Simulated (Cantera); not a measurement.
## Adiabatic ignition

An adiabatic, constant-pressure homogeneous reactor starts with C2H4 : O2 : N2 : CO2 = 1 : 4.84 : 18.2 : 2.7 (molar parts), equivalence ratio 0.62, at 1375 K and 0.987 atm.

Cantera simulation using GRI-Mech 3.0 (53 species, 325 reactions); the numbers are that mechanism's predictions, not measurements. GRI-Mech 3.0 was tuned for natural gas; its chemistry of ethylene as a main component is partial and can be far from experiment.

```tsv
t (s)	T (K)	x C2H4	x O2	x CO2	x CH4	x C2H	x C2H2
6.00e-6	1375	0.0374	0.181	0.101	5.20e-12	<1e-12	2.21e-7
1.27e-5	1375	0.0374	0.181	0.101	8.21e-11	<1e-12	4.68e-7
2.68e-5	1375	0.0374	0.181	0.101	3.88e-9	<1e-12	1.01e-6
5.65e-5	1379	0.0363	0.180	0.101	1.26e-5	1.03e-9	4.74e-5
0.000119	2041	<1e-12	0.0834	0.123	<1e-12	<1e-12	<1e-12
0.000252	2190	<1e-12	0.0798	0.135	<1e-12	<1e-12	<1e-12
0.000533	2313	<1e-12	0.0763	0.147	<1e-12	<1e-12	<1e-12
0.00113	2395	<1e-12	0.0736	0.156	<1e-12	<1e-12	<1e-12
0.00238	2421	<1e-12	0.0725	0.159	<1e-12	<1e-12	<1e-12
0.00502	2422	<1e-12	0.0720	0.159	<1e-12	<1e-12	<1e-12
0.0106	2420	<1e-12	0.0712	0.160	<1e-12	<1e-12	<1e-12
0.0224	2416	<1e-12	0.0699	0.160	<1e-12	<1e-12	<1e-12
0.0473	2412	<1e-12	0.0685	0.160	<1e-12	<1e-12	<1e-12
0.100	2410	<1e-12	0.0677	0.160	<1e-12	<1e-12	<1e-12
```
x: mole fraction; the columns are a selection and need not sum to one.

time of steepest temperature rise: 78.8 µs
temperature at 0.100 s: 2410 K
equilibrium temperature: 2410 K
x(C2H4) at 0.100 s: <1e-12 (gas-phase equilibrium <1e-12)
x(O2) at 0.100 s: 0.0677 (gas-phase equilibrium 0.0676)
x(CO2) at 0.100 s: 0.160 (gas-phase equilibrium 0.160)
